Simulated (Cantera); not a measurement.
Feed: 1 mol HI, 0.064 mol H2O, 0.33 mol H2, held at 0.0133 bar.

Equilibrium computed with Cantera from the NASA thermochemical tables; the gas is ideal and each condensed phase is pure. Candidate condensed phases: H2O, I2; 12 gas species. Rates play no part. All values below are at 2573 K.

Base state: I 0.478, H2 0.318, H 0.168, H2O 0.0266, HI 0.00590, OH 0.00316, O 0.00108, O2 3.71e-5 (mole fractions); condensed: gas only.

Q: What changes in the equilibrium state with this change: pressure from 0.0133 bar to 0.00190 bar?

A: 
```json
[
 {"species": "I", "before": "0.478", "after": "0.430"},
 {"species": "H", "before": "0.168", "after": "0.347"},
 {"species": "H2", "before": "0.318", "after": "0.194"},
 {"species": "H2O", "before": "0.0266", "after": "0.0145"},
 {"species": "I2", "before": "1.08e-5", "after": "1.24e-6"},
 {"species": "O", "before": "0.00108", "after": "0.00680"},
 {"species": "O2", "before": "3.71e-5", "after": "0.000208"}
]
```
